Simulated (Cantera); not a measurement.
Charge: 1 mol TiO2, 1 mol Cl2, 0.029 mol O2, equilibrated at 15000 Pa.

Cantera equilibrium calculation (NASA polynomials, part measured and part estimated; ideal gas, pure solids and liquids). Candidate condensed phases: Ti, TiCl2, TiCl3, TiCl4, TiO, TiO2, Ti2O3, Ti3O5, Ti4O7; 15 gas species. Condensed phases not in the tables: TiOCl. Rates play no part.

Over these rows the condensed part is TiO2(rutile). Partial pressures as log10 of bar:

```tsv
T (K)	1000/T (1/K)	log p TiCl4	log p Cl2	log p O2	log p Cl
1050	0.9524	-5.12	-0.84	-2.37	-3.52
1125	0.8889	-4.54	-0.84	-2.37	-3.11
1200	0.8333	?	-0.84	-2.37	-2.75
1275	0.7843	-3.62	-0.85	-2.36	-2.43
1350	0.7407	-3.27	-0.86	-2.33	-2.15
1425	0.7018	-2.99	-0.88	-2.30	-1.90
```

Task: Fit log p(TiCl4) = a + b·(1000/T) to the five rows, give the apparent enthalpy, and predict the row at 1200 K.

Result: Means: 1000/T = 0.8136, log p = -3.908. Sxy = -0.373396, Sxx = 0.0436077, so b = -8.56 and a = -3.908 − (-8.56)×0.8136 = 3.06.
Apparent enthalpy: −19.145 × (-8.56) = 164 kJ/mol. With the condensed phases at unit activity, TiO2(rutile) + 2 Cl2(g) = TiCl4(g) + O2(g) links this pressure to the main gases: over the six rows their terms move log p by -0.15 in all, so the slope isn't that reaction's ΔH° alone. The five rows lie within 0.04 of the line.
Prediction at 1200 K: 3.06 + (-8.56)×0.8333 = -4.07. The computed value is -4.04, 0.03 from the line.
